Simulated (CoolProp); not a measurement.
Properties of C3F8 (R218) along the isotherm 117.55 °C (Tc = 71.9 °C, pc = 26.40 bar, ω = 0.317).

The numbers come from the reference Helmholtz-energy equation of state, Lemmon 2006 in CoolProp. It is a short technical equation, of lower accuracy than the large ones.

```
p (bar)          phase           Z  cv (kJ/(kg K))  speed of sound (m/s)  Prandtl number
-------  -------------  ----------  --------------  --------------------  --------------
3.05               gas      0.9754          0.8752                 131.8           0.740
6.09               gas  (withheld)      (withheld)                 128.8           0.747
9.14               gas      0.9235          0.8816                 125.6           0.756
12.2               gas      0.8958          0.8853            (withheld)           0.767
15.2               gas      0.8676          0.8891                 118.9           0.781
18.3               gas      0.8372          0.8934                 115.3           0.799
21.3               gas      0.8065          0.8978                 111.7           0.822
24.4               gas      0.7736      (withheld)            (withheld)           0.852
27.4     supercritical  (withheld)          0.9077                 104.4           0.890
30.5     supercritical      0.7059          0.9131            (withheld)           0.940
33.5     supercritical  (withheld)          0.9185                 97.84            1.00
36.6     supercritical      0.6368          0.9241                 95.19            1.09
39.6     supercritical      0.6040          0.9292                 93.32            1.19
```

Q: What belongs in the gaps?

A: 
- 6.09, Z: 0.9500
- 6.09, cv (kJ/(kg K)): 0.8783
- 12.2, speed of sound (m/s): 122.3
- 24.4, cv (kJ/(kg K)): 0.9027
- 24.4, speed of sound (m/s): 108.0
- 27.4, Z: 0.7407
- 30.5, speed of sound (m/s): 100.9
- 33.5, Z: 0.6718

Viscosity comes from a separate model (Huber 2003), an estimate that may be off by 10 % or more. Thermal conductivity comes from a separate model (Huber 2003), an estimate that may be off by 10 % or more.
